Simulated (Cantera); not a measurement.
Input (Python, Cantera):

```python
import numpy as np
import cantera as ct

gas = ct.Solution("gri30.yaml")
gas.TPX = 1650, 6100, {'NO': 5.7, 'N2': 1}
inlet = ct.Reservoir(gas, clone=True)

reactor = ct.IdealGasConstPressureReactor(gas, energy="off", clone=False)
exhaust = ct.Reservoir(gas, clone=True)
tau = [28, 12, 4.9, 2.1, 0.89, 0.38, 0.16, 0.067, 0.028, 0.012, 0.0051][0]
for a, b in ((inlet, reactor), (reactor, exhaust)):
    ct.MassFlowController(a, b, mdot=lambda t: reactor.mass / tau)
net = ct.ReactorNet([reactor])
show = ['NO', 'O', 'N2', 'N2O', 'O2']

rows = []
print(f"{'tau/s':>10s}{'T/K':>9s}" + "".join(f"{s:>11s}" for s in show))
for tau in [28, 12, 4.9, 2.1, 0.89, 0.38, 0.16, 0.067, 0.028, 0.012, 0.0051]:
    net.initial_time = 0.0
    net.advance(30 * tau)
    before = gas.X
    net.advance(40 * tau)
    drift = np.max(np.abs(gas.X - before) / (gas.X + 1e-9))
    rows.append([gas.T, *gas[show].X, drift])
    print(f"{tau:10.3e}{gas.T:9.1f}" + "".join(f"{x:11.3e}" for x in gas[show].X))
```

Output:

```
     tau/s      T/K         NO          O         N2        N2O         O2
 2.800e+01   1650.0  7.401e-01  2.786e-05  2.044e-01  1.807e-04  5.498e-02
 1.200e+01   1650.0  7.974e-01  2.117e-05  1.757e-01  2.136e-04  2.642e-02
 4.900e+00   1650.0  8.277e-01  1.636e-05  1.606e-01  2.312e-04  1.131e-02
 2.100e+00   1650.0  8.407e-01  1.364e-05  1.541e-01  2.342e-04  4.852e-03
 8.900e-01   1650.0  8.465e-01  1.202e-05  1.512e-01  2.239e-04  1.981e-03
 3.800e-01   1650.0  8.489e-01  1.090e-05  1.500e-01  1.974e-04  7.689e-04
 1.600e-01   1650.0  8.500e-01  9.758e-06  1.495e-01  1.521e-04  2.647e-04
 6.700e-02   1650.0  8.504e-01  8.355e-06  1.493e-01  9.775e-05  7.601e-05
 2.800e-02   1650.0  8.506e-01  6.718e-06  1.493e-01  5.257e-05  1.690e-05
 1.200e-02   1650.0  8.507e-01  5.135e-06  1.493e-01  2.551e-05  3.066e-06
 5.100e-03   1650.0  8.507e-01  3.749e-06  1.493e-01  1.149e-05  4.911e-07
```

Model: GRI-Mech 3.0 (53 species, 325 reactions), integrated in Cantera.
